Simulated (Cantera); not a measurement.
Feed: 1 mol HgO, 0.076 mol H2, 8.1 mol N2, equilibrated at 1548 K and 79.0 mbar.

Equilibrium computed with Cantera from the NASA thermochemical tables; the gas is ideal and each condensed phase is pure. Candidate condensed phases: H2O, Hg, HgO; 25 gas species. The numbers say what is thermodynamically allowed, not how fast it happens.

Base state: N2 0.840, Hg 0.104, O2 0.0475, H2O 0.00786, NO 0.000755, OH 4.28e-5 (mole fractions); condensed: gas only.

### Question
What changes in the equilibrium state with this change: H2 from 0.076 to 0.54 mol?

### Answer
```
species    before     after
-------  --------  --------
N2          0.840     0.820
Hg          0.104     0.101
H2O       0.00786    0.0547
O2         0.0475    0.0230
OH        4.28e-5   9.41e-5
NO       0.000755  0.000519
```
